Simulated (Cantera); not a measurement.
Predominance diagram of Ba at 1200 K against the partial pressures of O₂ and H₂O (log10, bar). Standard-state values (1 bar) from the NASA 1993 polynomials, evaluated with Cantera. Candidates: Ba(l), BaO(s), Ba(OH)₂(l). Only these pure phases compete in this equilibrium. Not in the tables: the peroxide.

```
log p(H₂O) \ log p(O₂)
        columns: -27, -25.4, -23.7, -22.1, -20.4, -18.8, -17.1, -15.5, -13.8, -12.2, -10.5, -8.9, -7.2, -5.6, -3.9, -2.3, -0.6, 1
      1  A A A A A A A B B B B B B B B B B B
   -0.7  A A A A A C C C C C C C C C C C C C
   -2.3  A A A C C C C C C C C C C C C C C C
     -4  A C C C C C C C C C C C C C C C C C
   -5.7  C C C C C C C C C C C C C C C C C C
   -7.3  C C C C C C C C C C C C C C C C C C
     -9  C C C C C C C C C C C C C C C C C C
  -10.7  C C C C C C C C C C C C C C C C C C
  -12.3  C C C C C C C C C C C C C C C C C C
    -14  C C C C C C C C C C C C C C C C C C
  -15.7  C C C C C C C C C C C C C C C C C C
  -17.3  C C C C C C C C C C C C C C C C C C
    -19  C C C C C C C C C C C C C C C C C C
```

A: out of reach (another gas would pass 10 bar, or a non-metal would condense); B: Ba(OH)₂(l); C: BaO(s).
